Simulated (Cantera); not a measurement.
Feed: 1 mol TiCl4, 0.36 mol O2, at 13.3 mbar.

Cantera equilibrium calculation (NASA polynomials, part measured and part estimated; ideal gas, pure solids and liquids). Candidate condensed phases: Ti, TiCl2, TiCl3, TiCl4, TiO, TiO2, Ti2O3, Ti3O5, Ti4O7; 15 gas species. Mutual solubility and eutectic melting of coexisting phases are not modelled. The tables' values for TiCl2, TiOCl are old estimates; treat these amounts as uncertain. Condensed phases not in the tables: Magnéli phases beyond Ti4O7, TiOCl. Equilibrium is a limit: real reactors are often held back by kinetics, nucleation or transport.

log p: log10 of the partial pressure in bar; n: condensed amount in mol.

```csv
T (K),log p Cl,log p Cl2,log p TiCl4,log p TiCl3,log p TiOCl2,n TiO2(rutile),n Ti4O7(l)
723,-6.96,-2.15,-2.20,-13.53,<-13,0.360,0
873,?,-2.15,-2.20,?,?,0.360,0
1023,-4.34,-2.15,-2.20,-8.82,-10.84,0.360,0
1173,-3.53,-2.17,-2.21,-7.38,-8.87,0.360,0
1323,-2.92,-2.21,-2.22,-6.25,-7.36,0.360,0
1473,-2.48,-2.34,-2.26,-5.34,-6.17,0.360,0
1623,-2.21,-2.62,-2.32,-4.54,-5.23,0.359,0
1773,-2.09,-3.07,-2.38,-3.78,-4.45,0.357,0
1923,-2.04,?,?,?,?,0.348,0
2073,-2.02,-4.00,-2.80,-2.80,-3.41,0.191,0.0379
2223,-2.00,-4.39,-3.26,-2.69,-3.30,0,0.0880
```

**Question.** Fill in the missing entries.

**Answer.** 
- 873, log p Cl: -5.43
- 873, log p TiCl3: -10.77
- 873, log p TiOCl2: -13.50
- 1923, log p Cl2: -3.56
- 1923, log p TiCl4: -2.50
- 1923, log p TiCl3: -3.15
- 1923, log p TiOCl2: -3.83
